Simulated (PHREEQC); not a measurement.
1.2 g of hydrous ferric oxide (600 m²/g; 0.2 weak and 0.005 strong sites per Fe, Dzombak-Morel constants, diffuse double layer) in 1 kg of water with 0.1 mol/kgw of an inert sodium salt and 0.0013 mol/kgw PbCl2, at 25 °C; the pH is set by adding NaOH or the inert anion's acid. Oxygen alone is held at its pressure in air (log pO2 = -0.68). The system is closed to CO2. Nothing may precipitate in this run.

Computed with PHREEQC (ion-association model, wateq4f.dat).

Task: Predict Pb sorbed (%), surface charge σ (C/m²), surface potential ψ (mV) at pH = 3, 3.5, 4.5, 6, 6.5.

Result: 
```json
[
 {"pH": "3", "Pb sorbed (%)": "2.6", "surface charge σ (C/m²)": "0.364", "surface potential ψ (mV)": "151"},
 {"pH": "3.5", "Pb sorbed (%)": "4.8", "surface charge σ (C/m²)": "0.351", "surface potential ψ (mV)": "150"},
 {"pH": "4.5", "Pb sorbed (%)": "11.4", "surface charge σ (C/m²)": "0.278", "surface potential ψ (mV)": "138"},
 {"pH": "6", "Pb sorbed (%)": "90.9", "surface charge σ (C/m²)": "0.176", "surface potential ψ (mV)": "116"},
 {"pH": "6.5", "Pb sorbed (%)": "97.6", "surface charge σ (C/m²)": "0.148", "surface potential ψ (mV)": "107"}
]
```

Complexes and solids missing from the database can't appear. The oxide is taken as insoluble; below pH 4 it would dissolve.
